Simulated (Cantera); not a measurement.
An adiabatic, constant-pressure homogeneous reactor starts with CH₄ : O₂ : N₂ = 1 : 2.47 : 9.28 (molar parts), equivalence ratio 0.81, at 1025 K and 5.90 bar.

Detailed kinetics in Cantera: GRI-Mech 3.0 (53 species, 325 reactions).

### Question
Predict: time of steepest temperature rise; temperature at 0.400 s; equilibrium temperature; x(O₂) at 0.400 s; x(CO₂) at 0.400 s; x(O) at 0.400 s.

### Answer
* **time of steepest temperature rise**: 90.8 ms
* **temperature at 0.400 s**: 2502 K
* **equilibrium temperature**: 2502 K
* **x(O₂) at 0.400 s**: 0.0339 (gas-phase equilibrium 0.0339)
* **x(CO₂) at 0.400 s**: 0.0719 (gas-phase equilibrium 0.0719)
* **x(O) at 0.400 s**: 0.00112 (gas-phase equilibrium 0.00112)
